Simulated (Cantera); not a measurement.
An isothermal, constant-pressure homogeneous reactor starts with C₂H₆ : H₂ = 1 : 10 (molar parts), at 1773 K and 0.525 Torr.

Model: GRI-Mech 3.0 (53 species, 325 reactions), integrated in Cantera. GRI-Mech 3.0 stops at C3 and has no aromatics, soot or wall deposition, so with more carbon than oxygen in the feed, carbon stays in small species such as C2H2 where larger ones or solid carbon would form. Radical loss at walls, strong at low pressure, is not modelled.

One state of this run: x C₂H₆ = 5.62e-5; x H₂ = 0.854; x C₂H = 2.20e-6; x C₂H₄ = 0.00469; x CH₂ = 4.27e-5. x: mole fraction; the columns are a selection and need not sum to one.

### Question
Which value of t (s) does it belong to?
(A) 0.0155
(B) 8.00e-5
(C) 0.00267
(D) 100

### Answer
A, 0.0155
